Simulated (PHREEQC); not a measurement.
Consider water at 25 °C with 0.013 mol K2SO4 and 0.28 mol HCl per kg of water. Closed to the air; pH follows from the charge balance.

Computed with PHREEQC (ion-association model, phreeqc.dat).

Precipitation was switched off in this run.

Question: Estimate the pH, activity of water, specific conductance.

Answer: pH 0.68; activity of water 0.990; specific conductance 89400 µS/cm.

Question: In which forms is S present?

Answer: HSO4- 87 %, SO4-2 12 %, KSO4- 0.5 % of the S.

Complexes and solids missing from the database can't appear.
